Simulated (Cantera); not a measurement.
A freely propagating, adiabatic, planar premixed flame of 6.48 % CH₄, 19.6 % O₂, 73.9 % N₂, equivalence ratio 0.66, unburnt at 525 K and 3750 Torr; mixture-averaged transport, grid criteria slope 0.08 and curve 0.16, no radiation.

Cantera simulation using GRI-Mech 3.0 (53 species, 325 reactions); the numbers are that mechanism's predictions, not measurements. Burning velocities carry a grid error of a few per cent, more on coarse grids.

x: mole fraction of selected species; z is measured from the peak of heat release.

```json
[
 {"z (mm)": "-0.549", "T (K)": "526", "u (m/s)": "0.258", "x CH₄": "0.0647", "x O₂": "0.196", "x O": "<1e-8", "x HCO": "<1e-8", "x C₂H₄": "1.11e-7", "x H": "<1e-8"},
 {"z (mm)": "-0.366", "T (K)": "536", "u (m/s)": "0.262", "x CH₄": "0.0640", "x O₂": "0.195", "x O": "<1e-8", "x HCO": "<1e-8", "x C₂H₄": "1.32e-6", "x H": "<1e-8"},
 {"z (mm)": "-0.275", "T (K)": "563", "u (m/s)": "0.276", "x CH₄": "0.0624", "x O₂": "0.193", "x O": "<1e-8", "x HCO": "<1e-8", "x C₂H₄": "6.28e-6", "x H": "<1e-8"},
 {"z (mm)": "-0.183", "T (K)": "674", "u (m/s)": "0.332", "x CH₄": "0.0561", "x O₂": "0.185", "x O": "<1e-8", "x HCO": "<1e-8", "x C₂H₄": "3.60e-5", "x H": "<1e-8"},
 {"z (mm)": "-0.0915", "T (K)": "1041", "u (m/s)": "0.515", "x CH₄": "0.0360", "x O₂": "0.152", "x O": "…", "x HCO": "3.97e-8", "x C₂H₄": "0.000187", "x H": "1.78e-6"},
 {"z (mm)": "-0.0458", "T (K)": "1362", "u (m/s)": "0.676", "x CH₄": "0.0185", "x O₂": "0.121", "x O": "…", "x HCO": "1.22e-6", "x C₂H₄": "0.000317", "x H": "3.18e-5"},
 {"z (mm)": "0", "T (K)": "1681", "u (m/s)": "0.833", "x CH₄": "0.00305", "x O₂": "0.0875", "x O": "…", "x HCO": "6.08e-6", "x C₂H₄": "0.000122", "x H": "0.000288"},
 {"z (mm)": "0.0458", "T (K)": "1817", "u (m/s)": "0.896", "x CH₄": "7.64e-5", "x O₂": "0.0732", "x O": "…", "x HCO": "6.39e-7", "x C₂H₄": "1.50e-6", "x H": "0.000374"},
 {"z (mm)": "0.0915", "T (K)": "1870", "u (m/s)": "0.919", "x CH₄": "1.26e-6", "x O₂": "0.0695", "x O": "…", "x HCO": "1.32e-8", "x C₂H₄": "<1e-8", "x H": "0.000235"},
 {"z (mm)": "0.183", "T (K)": "1913", "u (m/s)": "0.938", "x CH₄": "<1e-8", "x O₂": "0.0676", "x O": "…", "x HCO": "<1e-8", "x C₂H₄": "<1e-8", "x H": "7.64e-5"},
 {"z (mm)": "0.366", "T (K)": "1935", "u (m/s)": "0.948", "x CH₄": "<1e-8", "x O₂": "0.0670", "x O": "…", "x HCO": "<1e-8", "x C₂H₄": "<1e-8", "x H": "1.46e-5"},
 {"z (mm)": "0.732", "T (K)": "1941", "u (m/s)": "0.950", "x CH₄": "<1e-8", "x O₂": "0.0670", "x O": "…", "x HCO": "<1e-8", "x C₂H₄": "<1e-8", "x H": "4.10e-6"},
 {"z (mm)": "1.46", "T (K)": "1942", "u (m/s)": "0.951", "x CH₄": "<1e-8", "x O₂": "0.0670", "x O": "…", "x HCO": "<1e-8", "x C₂H₄": "<1e-8", "x H": "3.17e-6"}
]
```

### Question
Fill in the missing entries.

### Answer

- -0.0915, x O: 6.41e-7
- -0.0458, x O: 1.78e-5
- 0, x O: 0.000324
- 0.0458, x O: 0.000943
- 0.0915, x O: 0.000789
- 0.183, x O: 0.000386
- 0.366, x O: 0.000131
- 0.732, x O: 5.81e-5
- 1.46, x O: 4.96e-5
